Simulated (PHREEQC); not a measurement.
1.6 g of hydrous ferric oxide (600 m²/g; 0.2 weak and 0.005 strong sites per Fe, Dzombak-Morel constants, diffuse double layer) in 1 kg of water with 0.05 mol/kgw of an inert sodium salt and 1.5e-05 mol/kgw NiCl2 and 8e-06 mol/kgw ZnCl2, at 25 °C; the pH is set by adding NaOH or the inert anion's acid. O2 is buffered at 0.21 atm. CO2 from the air is kept out. No solid was allowed to form.

The series has 17 steps of pH, from 3 to 11.

Computed with PHREEQC (ion-association model, wateq4f.dat).

Question: Near which pH is half of the Ni sorbed, and on which side is more sorbed?

Answer: Near pH 5.9, with more sorbed at higher pH.

Question: Near which pH is half of the Zn sorbed, and on which side is more sorbed?

Answer: Near pH 5.6, with more sorbed at higher pH.

Complexes and solids missing from the database can't appear. The oxide is taken as insoluble; below pH 4 it would dissolve.
